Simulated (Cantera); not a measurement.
## Equilibrium for abatement and gas-phase synthesis: SO₂ + H₂

Input: 1 mol SO₂, 3.3 mol H₂, equilibrated at 10.0 mbar.

Method: chemical equilibrium by Gibbs-energy minimisation in Cantera with the NASA 1993 tables (ideal gas, pure condensed phases). Candidate condensed phases: H₂O, H₂SO₄, S; 19 gas species. Rates play no part.

From 1873 K to 3073 K nothing is condensed.

| T (K) | log p H | log p H₂ | log p H₂O | log p O | log p SO | log p S₂ | log p S | log p SO₂ | log p OH | log p SH | log p H₂S |
|---|---|---|---|---|---|---|---|---|---|---|---|
| 1873 | -4.37 | -2.37 | -2.41 | -7.65 | -3.66 | -3.10 | -4.43 | -3.33 | -5.52 | -4.01 | -3.98 |
| 2073 | -3.75 | -2.34 | -2.48 | -6.40 | -3.33 | -3.26 | -3.93 | -3.24 | -4.84 | -3.87 | -4.28 |
| 2273 | -3.24 | -2.34 | -2.57 | -5.36 | -3.13 | -3.54 | -3.58 | -3.23 | -4.28 | -3.85 | -4.62 |
| 2473 | -2.84 | -2.38 | -2.66 | -4.46 | -3.04 | -3.98 | -3.40 | -3.28 | -3.82 | -3.96 | -5.05 |
| 2673 | -2.54 | -2.50 | -2.82 | -3.70 | -3.05 | -4.51 | -3.32 | -3.40 | -3.46 | -4.17 | -5.58 |
| 2873 | -2.34 | -2.72 | -3.18 | -3.15 | -3.14 | -4.93 | -3.23 | -3.72 | -3.33 | -4.39 | -6.13 |
| 3073 | -2.23 | -3.04 | -3.83 | -2.87 | -3.38 | -5.22 | -3.12 | -4.32 | -3.47 | -4.61 | -6.71 |
log p: log10 of the partial pressure in bar; nothing condenses.
